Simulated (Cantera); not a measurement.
Input (Python, Cantera):

```python
import numpy as np
import cantera as ct

gas = ct.Solution("gri30.yaml")
gas.TP = 300, 290000
flame = ct.CounterflowDiffusionFlame(gas, width=0.02)
flame.fuel_inlet.X, flame.fuel_inlet.T = {'CH4': 1, 'N2': 0.42}, 550
flame.oxidizer_inlet.X, flame.oxidizer_inlet.T = {'O2': 0.17, 'N2': 0.83}, 675
flame.set_refine_criteria(ratio=3, slope=0.12, curve=0.24, prune=0.03)
show = ['OH', 'H', 'NO', 'CO', 'C2H2']

rows = []
print(f"{'mdot':>8s}{'a_max':>10s}{'a_mean':>10s}{'Tmax/K':>9s}" + "".join(f"{s:>11s}" for s in show) + "   (peak mole fractions)")
for i, mdot in enumerate([0.72, 1, 1.5, 2.1, 3, 4.3, 6.1, 8.7]):  # kg/m2/s on the oxidiser side
    flame.oxidizer_inlet.mdot, flame.fuel_inlet.mdot = mdot, 0.96 * mdot
    flame.solve(loglevel=0, auto=(i == 0))
    if flame.T.max() < max(550, 675) + 100:
        print(f"{mdot:8.3g}  no burning solution found from the previous one")
        break
    dT = np.abs(np.gradient(flame.T, flame.grid))
    rows.append([flame.strain_rate("max"), flame.strain_rate("mean"), flame.T.max(),
                 *(flame.X[gas.species_index(s)].max() for s in show), max(dT[0], dT[-1]) / dT.max()])
    print(f"{mdot:8.3g}{rows[-1][0]:10.1f}{rows[-1][1]:10.1f}{rows[-1][2]:9.1f}" + "".join(f"{x:11.3e}" for x in rows[-1][3:-1]))
```

Output:

```
    mdot     a_max    a_mean   Tmax/K         OH          H         NO         CO       C2H2   (peak mole fractions)
    0.72     198.7      52.1   2078.3  4.503e-03  1.629e-03  2.120e-04  3.302e-02  1.017e-02
       1     268.5      72.4   2066.3  4.573e-03  1.712e-03  1.974e-04  3.260e-02  9.126e-03
     1.5     391.1     108.6   2051.8  4.638e-03  1.819e-03  1.762e-04  3.240e-02  7.886e-03
     2.1     535.6     152.0   2038.8  4.662e-03  1.901e-03  1.554e-04  3.241e-02  6.938e-03
       3     748.4     217.1   2020.2  4.604e-03  1.956e-03  1.284e-04  3.251e-02  5.906e-03
     4.3    1052.8     311.2   1995.5  4.440e-03  1.971e-03  9.771e-05  3.274e-02  4.870e-03
     6.1    1471.9     441.5   1965.4  4.167e-03  1.927e-03  6.764e-05  3.314e-02  3.860e-03
     8.7    2066.0     629.7   1916.5  3.623e-03  1.735e-03  3.630e-05  3.357e-02  2.651e-03
```

Cantera simulation using GRI-Mech 3.0 (53 species, 325 reactions); the numbers are that mechanism's predictions, not measurements. GRI-Mech 3.0 has no aromatics or soot, which form on the fuel side of real flames. The maximum strain rate includes the flame's own expansion and is several times the mean.
